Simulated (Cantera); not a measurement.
Diamond growth

A diamond (100) surface in a fixed gas of H2 with x(CH4) = 0.0023, x(H) = 0.025, x(CH3) = 0.0015, at 950 K; coverages are run to steady state.

Detailed kinetics in Cantera: the Harris–Goodwin 1993 mechanism for the reconstructed diamond (100) surface.

```csv
P (Pa),growth (µm/h),θ c6HH,θ c6H*,θ c6*H,θ c6**,θ c6HM
520,3.01,0.612,0.0135,0.319,0.00631,0.0377
810,4.73,0.612,0.0135,0.319,0.00631,0.0379
1300,7.62,0.612,0.0135,0.319,0.00631,0.0381
1900,11.2,0.612,0.0135,0.319,0.00631,0.0382
3000,17.7,0.612,0.0136,0.319,0.00631,0.0383
4700,27.7,0.612,0.0136,0.318,0.00632,0.0383
7300,43.1,0.612,0.0138,0.318,0.00634,0.0384
11000,65.1,0.611,0.0139,0.318,0.00636,0.0384
```
θ: site fractions in the mechanism's names (c6HH fully hydrogenated, c6H* and c6*H radical sites, c6** diradical, c6HM methylated).
